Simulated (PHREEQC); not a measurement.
Dissolve 0.96 mol MgCl2, 0.031 mol Na2SO4 and 0.15 mol NaCl per kg of water at 20 °C and 50 atm. Closed to the air; pH follows from the charge balance.

The numbers come from PHREEQC with the Pitzer model, pitzer.dat.

Precipitation was switched off in this run.

**Question.** Predict the activity of water, osmotic coefficient.

**Answer.** activity of water 0.936; osmotic coefficient 1.113.

Under pressure, the constants of complexes without a molar volume in the database are unreliable.
